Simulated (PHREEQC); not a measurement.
Phosphoric acid bath: an equilibrium model

Make-up at 50 °C: 2.9 mmol/kgw KH2PO4, 85 mmol/kgw HF and 0.0014 mmol/kgw H4SiO4. Closed to the air; pH follows from the charge balance.

Equilibrium calculation in PHREEQC: ion-association model, wateq4f.dat.

Each row changes one thing in this solution. Precipitation was switched off in this run.

```tsv
case	pH	ionic strength (mol/kgw)	HF (mol/kgw)	F- (mol/kgw)	H2F2 (mol/kgw)	HF2- (mol/kgw)	SI of Quartz (SiO2)
as made	2.27	0.00885	0.0669	0.00570	0.00455	0.00166	-8.85
temperature from 50 to 40 °C	2.23	0.00928	[?]	0.00613	0.00604	0.00164	-9.38
HF from 0.085 to 0.85 mol/kgw	1.66	0.0283	0.429	[?]	0.188	0.0181	[?]
temperature from 50 to 90 °C	2.43	0.00695	0.0760	0.00414	0.00112	0.00130	-6.59
KH2PO4 from 0.0029 to 0.00058 mol/kgw	2.23	0.00702	0.0675	0.00521	0.00463	0.00153	-8.78
HF from 0.085 to 0.17 mol/kgw	2.08	0.0121	0.124	[?]	0.0157	0.00380	-10.12
0.0079 mol/kgw NaBF4 added	2.26	0.0169	0.0667	0.00584	0.00454	[?]	-8.89
```

Problem. Fill in the missing entries.

Solution. 
- temperature from 50 to 40 °C, HF (mol/kgw): 0.0635
- HF from 0.085 to 0.85 mol/kgw, F- (mol/kgw): 0.00964
- HF from 0.085 to 0.85 mol/kgw, SI of Quartz (SiO2): -12.60
- HF from 0.085 to 0.17 mol/kgw, F- (mol/kgw): 0.00705
- 0.0079 mol/kgw NaBF4 added, HF2- (mol/kgw): 0.00170

Species that the database lacks are ignored. wateq4f.dat counts part of the HF as a dimer, H2F2, which phreeqc.dat doesn't know; its constant is uncertain. H3PO4, which wateq4f.dat lacks, is added to it with the constant of phreeqc.dat. Away from 25 °C the constants follow the database's enthalpies or fits; those with neither stay at their 25 °C values. SiF6-2 is the database's only silicon fluoride. Real BF4- forms and hydrolyses slowly; the run takes it at equilibrium.
